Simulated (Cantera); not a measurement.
A Cantera script and what it prints.

```python
import numpy as np
import cantera as ct

gas_names = """
    TaO2 O CO2
""".split()
cond_names = """
    C(gr) TaC(s) TaC(L) Ta(cr) Ta(L)
""".split()


# ... load() reads the species with a 1 bar reference pressure and builds the phases ...
species = {s.name: s for s in load("nasa_gas.yaml", gas_names) + load("nasa_condensed.yaml", cond_names)}
# Each term lists the table entries of one substance; the one whose range holds T is used.
reactions = {
    'TaO2(g) + C = TaC + 2 O(g)':
        [(-1, ['TaO2']), (-1, ['C(gr)']), (1, ['TaC(s)', 'TaC(L)']), (2, ['O'])],
    '2 Ta + CO2(g) = TaO2(g) + TaC':
        [(-2, ['Ta(cr)', 'Ta(L)']), (-1, ['CO2']), (1, ['TaO2']), (1, ['TaC(s)', 'TaC(L)'])],
}


def pick(names, T):
    return next(species[n] for n in names if species[n].thermo.min_temp <= T <= species[n].thermo.max_temp)


results = []
for label, terms in reactions.items():
    print(label)
    print("     T/K   dH/kJ  dS/(J/K)   dG/kJ   log10 K")
    for T in [623, 648, 673, 698, 723, 748, 773, 798, 823, 848, 873]:
        used = [(nu, pick(names, T)) for nu, names in terms]
        dH = sum(nu * s.thermo.h(T) for nu, s in used) / 1e6
        dS = sum(nu * s.thermo.s(T) for nu, s in used) / 1e3
        dG = dH - T * dS / 1e3
        logK = -dG * 1e6 / (ct.gas_constant * T * np.log(10))
        results.append((label, T, dH, dS, dG, logK, [s.name for _, s in used]))
        print(f"{T:8g} {dH:8.1f} {dS:8.1f} {dG:8.1f} {logK:8.2f}")
```

It prints:

```
TaO2(g) + C = TaC + 2 O(g)
     T/K   dH/kJ  dS/(J/K)   dG/kJ   log10 K
     623    562.7     96.1    502.8   -42.16
     648    563.1     96.8    500.4   -40.33
     673    563.6     97.5    498.0   -38.65
     698    564.0     98.2    495.5   -37.08
     723    564.5     98.8    493.0   -35.62
     748    564.9     99.4    490.6   -34.26
     773    565.4    100.0    488.1   -32.98
     798    565.8    100.5    485.6   -31.78
     823    566.2    101.0    483.1   -30.66
     848    566.6    101.5    480.5   -29.60
     873    567.0    102.0    478.0   -28.60
2 Ta + CO2(g) = TaO2(g) + TaC
     T/K   dH/kJ  dS/(J/K)   dG/kJ   log10 K
     623     47.5     23.2     33.0    -2.77
     648     47.4     23.1     32.5    -2.62
     673     47.4     23.0     31.9    -2.47
     698     47.3     22.9     31.3    -2.34
     723     47.3     22.9     30.7    -2.22
     748     47.2     22.8     30.2    -2.11
     773     47.1     22.7     29.6    -2.00
     798     47.1     22.6     29.0    -1.90
     823     47.0     22.5     28.5    -1.81
     848     46.9     22.4     27.9    -1.72
     873     46.8     22.3     27.3    -1.64
```

Cantera with NASA thermochemical tables; ideal gases at 1 bar, condensed phases pure. TaC: taken at fixed stoichiometry. Condensed species are held in their standard states even where they would react or evaporate.
